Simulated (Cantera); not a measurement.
# Gas activation for diamond growth

A perfectly stirred reactor is fed with CH₄ : H₂ : CO₂ = 0.032 : 1 : 0.028 (molar parts), at 0.0267 bar; it is held at 1725 K, and followed from long to short residence time.

Detailed kinetics in Cantera: GRI-Mech 3.0 (53 species, 325 reactions). Radical loss at walls, strong at low pressure, is not modelled.

```
τ (s)    x CH₄   x H₂    x CO₂  x H₂O₂     x H₂O
------  ------  -----  -------  ------  --------
0.71    0.0151  0.927  0.00240  <1e-12    0.0231
0.31    0.0199  0.927  0.00498  <1e-12    0.0210
0.14    0.0241  0.929  0.00935  <1e-12    0.0168
0.061   0.0273  0.933   0.0156  <1e-12    0.0107
0.027   0.0291  0.938   0.0214  <1e-12   0.00494
0.012   0.0299  0.942   0.0249  <1e-12   0.00150
0.0053  0.0301  0.943   0.0261  <1e-12  0.000333
0.0023  0.0301  0.943   0.0263  <1e-12   6.42e-5
0.0010  0.0302  0.943   0.0264  <1e-12   1.22e-5
```
x: mole fraction; the columns are a selection and need not sum to one.
